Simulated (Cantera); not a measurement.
A Cantera script and what it prints.

```python
import numpy as np
import cantera as ct

gas_names = """
    B BF BF2 BF3 BH BHF2 BH2 BH3 BN B2 F F2 H HF H2 H2F2 H3F3 H4F4 H5F5 H6F6 H7F7 N NF NF2 NF3 NH NH2
    NH3 N2 N2H2 N2H4
""".split()
cond_names = """
    B(b) B(L) BN(s)
""".split()


def load(file, names, dense=False):
    # The tables refer to 1 bar. Condensed volumes are neglected.
    table = {s.name: s for s in ct.Species.list_from_file(file)}
    out = []
    for n in names:
        d = dict(table[n].input_data)
        d["thermo"] = dict(d["thermo"], **{"reference-pressure": 1e5})
        if dense:
            d["equation-of-state"] = {"model": "constant-volume", "density": "1e6 g/cm^3"}
        out.append(ct.Species.from_dict(d))
    return out


gas = ct.Solution(thermo="ideal-gas", species=load("nasa_gas.yaml", gas_names))
cond = {s.name: ct.Solution(thermo="fixed-stoichiometry", species=[s], name=s.name)
        for s in load("nasa_condensed.yaml", cond_names, dense=True)}
atoms = {
    'BN': {'B': 1, 'N': 1},
    'F2': {'F': 2},
    'H2': {'H': 2},
}
top_T = {'BN(s)': 3200}  # K; cautious upper limits of use, not melting points


def equilibrate(T, P, feed):
    n = {}
    for name, mol in feed.items():
        for a, k in atoms[name].items():
            n[a] = n.get(a, 0.0) + k * mol
    gas.TPX = T, P, n
    mass = sum(n.values()) * gas.mean_molecular_weight
    gas.equilibrate("TP")
    valid = [c for c in cond.values() if c.min_temp <= T <= top_T.get(c.name, c.max_temp)]
    mix = ct.Mixture([(gas, mass / gas.mean_molecular_weight)] + [(c, 0.0) for c in valid])
    mix.T, mix.P = T, P
    mix.equilibrate("TP", solver="vcs", rtol=1e-11, max_steps=5000)
    return mix


results = []
T = 900  # K
P = 250  # Pa
for m in [0.52, 1.1, 2.1, 4.4, 8.9, 18, 37, 74]:
    feed = {'BN': 1, 'F2': 3.8, 'H2': m}  # mol
    mix = equilibrate(T, P, feed)
    results.append((T, P, feed, dict(zip(mix.species_names, mix.species_moles))))
    x = sorted(zip(gas.X, gas.species_names), reverse=True)
    print(f"T = {T:g} K  P = {P:g} Pa  n(H2) = {m:g} mol  gas = {mix.phase_moles(0):.4g} mol")
    print("   x: " + "  ".join(f"{s} {v:.3e}" for v, s in x if v > 0.0001))
    print("   condensed (mol): " + ("  ".join(f"{mix.phase(i).name} {mix.phase_moles(i):.4g}"
          for i in range(1, mix.n_phases) if mix.phase_moles(i) > 1e-12) or "none"))
```

Output:

```
T = 900 K  P = 250 Pa  n(H2) = 0.52 mol  gas = 5.066 mol
   x: F 2.950e-01  HF 2.053e-01  F2 2.036e-01  BF3 1.974e-01  N2 9.861e-02  NF3 1.659e-04
   condensed (mol): none
T = 900 K  P = 250 Pa  n(H2) = 1.1 mol  gas = 5.495 mol
   x: HF 4.004e-01  F 2.167e-01  BF3 1.820e-01  F2 1.099e-01  N2 9.096e-02
   condensed (mol): none
T = 900 K  P = 250 Pa  n(H2) = 2.1 mol  gas = 6.06 mol
   x: HF 6.930e-01  BF3 1.650e-01  N2 8.250e-02  F 5.290e-02  F2 6.549e-03
   condensed (mol): none
T = 900 K  P = 250 Pa  n(H2) = 4.4 mol  gas = 8.2 mol
   x: HF 5.610e-01  H2 2.561e-01  BF3 1.220e-01  N2 6.098e-02
   condensed (mol): none
T = 900 K  P = 250 Pa  n(H2) = 8.9 mol  gas = 12.7 mol
   x: H2 5.197e-01  HF 3.622e-01  BF3 7.874e-02  N2 3.937e-02
   condensed (mol): none
T = 900 K  P = 250 Pa  n(H2) = 18 mol  gas = 21.8 mol
   x: H2 7.202e-01  HF 2.110e-01  BF3 4.587e-02  N2 2.294e-02
   condensed (mol): none
T = 900 K  P = 250 Pa  n(H2) = 37 mol  gas = 40.8 mol
   x: H2 8.505e-01  HF 1.127e-01  BF3 2.451e-02  N2 1.225e-02
   condensed (mol): none
T = 900 K  P = 250 Pa  n(H2) = 74 mol  gas = 77.8 mol
   x: H2 9.216e-01  HF 5.913e-02  BF3 1.285e-02  N2 6.427e-03
   condensed (mol): none
```

Method: chemical equilibrium by Gibbs-energy minimisation in Cantera with the NASA 1993 tables (ideal gas, pure condensed phases).
